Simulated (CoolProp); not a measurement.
R236EA at several states: density (kg/m³) from the reference equation and from simpler models built on Tc = 412.4 K, pc = 3.414 MPa, ω = 0.368; each cubic takes its own stable root.

Values from CoolProp's reference Helmholtz-energy equation of state, Rui 2013.

| T (K) | p (MPa) | phase | reference |
|---|---|---|---|
| 360.2 | 0.752 | gas | 44.39 |
| 275.3 | 1.1 | liquid | 1500 |
| 257 | 3.66 | liquid | 1558 |
| 262.7 | 6 | liquid | 1548 |
| 256.2 | 0.0147 | gas | 1.058 |

Q: How far does each simpler model (van der Waals, Soave-Redlich-Kwong) lie from the reference over these 5 states: mean and median of the absolute difference, and the worst?

A: 
- van der Waals: mean 24.8 %, median 38.8 %, worst -40.5 % at 275.3 K and 1.1 MPa
- Soave-Redlich-Kwong: mean 5.2 %, median 8.1 %, worst -8.5 % at 275.3 K and 1.1 MPa
